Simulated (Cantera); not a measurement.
A perfectly stirred reactor is fed with CH₄ : H₂ : CO₂ = 0.0036 : 1 : 0.0035 (molar parts), at 11.3 Torr; it is held at 2350 K, and followed from long to short residence time.

Computed with Cantera and GRI-Mech 3.0 (53 species, 325 reactions). Radical loss at walls, strong at low pressure, is not modelled.

**Question.** What does this change do: pressure from 11.3 Torr to 100.0 Torr?

**Answer.** 
| quantity | before | after |
|---|---|---|
| x(CH₄) at τ = 2.00 s | 1.83e-5 | 3.15e-5 |
| x(H₂) at τ = 2.00 s | 0.917 | 0.960 |
| x(CO₂) at τ = 2.00 s | 1.07e-6 | 6.14e-7 |
| x(C₂H) at τ = 2.00 s | 1.24e-6 | 4.24e-7 |
| x(OH) at τ = 2.00 s | 7.72e-6 | 2.59e-6 |
| x(CH₄) at τ = 0.120 s | 0.000369 | 0.000137 |
| x(H₂) at τ = 0.120 s | 0.962 | 0.962 |
| x(CO₂) at τ = 0.120 s | 2.12e-5 | 3.63e-6 |
| x(C₂H) at τ = 0.120 s | 1.76e-6 | 1.17e-6 |
| x(OH) at τ = 0.120 s | 1.44e-5 | 8.54e-6 |

**Question.** What does this change do: temperature 2350 to 2048 K?

**Answer.** 
```json
[
 {"quantity": "x(CH₄) at τ = 2.00 s", "before": "1.83e-5", "after": "0.000309"},
 {"quantity": "x(H₂) at τ = 2.00 s", "before": "0.917", "after": "0.978"},
 {"quantity": "x(CO₂) at τ = 2.00 s", "before": "1.07e-6", "after": "7.45e-6"},
 {"quantity": "x(C₂H) at τ = 2.00 s", "before": "1.24e-6", "after": "3.19e-7"},
 {"quantity": "x(OH) at τ = 2.00 s", "before": "7.72e-6", "after": "3.59e-6"},
 {"quantity": "x(CH₄) at τ = 0.120 s", "before": "0.000369", "after": "0.00182"},
 {"quantity": "x(H₂) at τ = 0.120 s", "before": "0.962", "after": "0.983"},
 {"quantity": "x(CO₂) at τ = 0.120 s", "before": "2.12e-5", "after": "0.000153"},
 {"quantity": "x(C₂H) at τ = 0.120 s", "before": "1.76e-6", "after": "1.15e-7"},
 {"quantity": "x(OH) at τ = 0.120 s", "before": "1.44e-5", "after": "2.67e-6"}
]
```
